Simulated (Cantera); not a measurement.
Cantera run, input and output.

```python
import numpy as np
import cantera as ct

gas = ct.Solution("gri30.yaml")
gas.TPX = 1350, 101325, {'CH4': 1, 'N2': 3.4}
reactor = ct.IdealGasConstPressureReactor(gas, energy="off", clone=False)
net = ct.ReactorNet([reactor])
net.rtol, net.atol = 1e-08, 1e-18
show = ['CH4', 'CH3', 'H', 'C2H2', 'C2H4', 'H2']
times = np.geomspace(2e-05, 300, 9)

steps = ct.SolutionArray(gas, extra=["t"])
rows = []
print(f"{'t/s':>10s}{'T/K':>9s}{'P/Pa':>11s}" + "".join(f"{s:>11s}" for s in show))
for t in times:
    while net.time < t:
        t_next = net.step()
        steps.append(gas.state, t=t_next)
    rows.append([np.interp(t, steps.t, y) for y in (steps.T, steps.P, *steps(*show).X.T)])
    print(f"{t:10.3e}{rows[-1][0]:9.1f}{rows[-1][1]:11.4g}" + "".join(f"{x:11.3e}" for x in rows[-1][2:]))
rate = np.gradient(steps.T, steps.t)
print("integrator steps:", len(steps.t))
if steps.T.max() > steps.T[0] + 200:
    print(f"time of steepest temperature rise: {steps.t[rate.argmax()]:.4e} s")
gas.TPX = 1350, 101325, {'CH4': 1, 'N2': 3.4}
gas.equilibrate("TP")
print(f"equilibrium (TP): T = {gas.T:.1f} K  " + "  ".join(f"{s} {gas[s].X[0]:.3e}" for s in show))
```

It prints:

```
       t/s      T/K       P/Pa        CH4        CH3          H       C2H2       C2H4         H2
 2.000e-05   1350.0  1.013e+05  2.273e-01  1.060e-07  9.537e-10  3.118e-19  1.135e-13  5.255e-08
 1.578e-04   1350.0  1.013e+05  2.273e-01  8.407e-07  9.549e-10  2.171e-15  8.434e-11  4.213e-07
 1.245e-03   1350.0  1.013e+05  2.273e-01  5.674e-06  1.013e-09  1.162e-11  3.626e-08  3.401e-06
 9.819e-03   1350.0  1.013e+05  2.272e-01  1.027e-05  1.230e-09  1.068e-08  2.068e-06  3.019e-05
 7.746e-02   1350.0  1.013e+05  2.268e-01  1.711e-05  3.012e-09  3.263e-06  6.459e-05  3.143e-04
 6.111e-01   1350.0  1.013e+05  2.221e-01  2.201e-05  2.827e-08  8.172e-04  1.113e-03  5.008e-03
 4.821e+00   1350.0  1.013e+05  1.914e-01  1.557e-05  1.755e-07  1.288e-02  1.767e-03  4.232e-02
 3.803e+01   1350.0  1.013e+05  9.617e-02  9.358e-06  7.497e-07  4.403e-02  1.028e-02  1.527e-01
 3.000e+02   1350.0  1.013e+05  8.034e-02  9.202e-06  9.840e-07  4.846e-02  1.250e-02  1.704e-01
integrator steps: 1590
equilibrium (TP): T = 1350.0 K  CH4 6.995e-02  CH3 7.659e-06  H 1.029e-06  C2H2 2.804e-02  C2H4 7.917e-03  H2 1.865e-01
```

Detailed kinetics in Cantera: GRI-Mech 3.0 (53 species, 325 reactions). GRI-Mech 3.0 stops at C3 and has no aromatics, soot or wall deposition, so with more carbon than oxygen in the feed, carbon stays in small species such as C2H2 where larger ones or solid carbon would form.
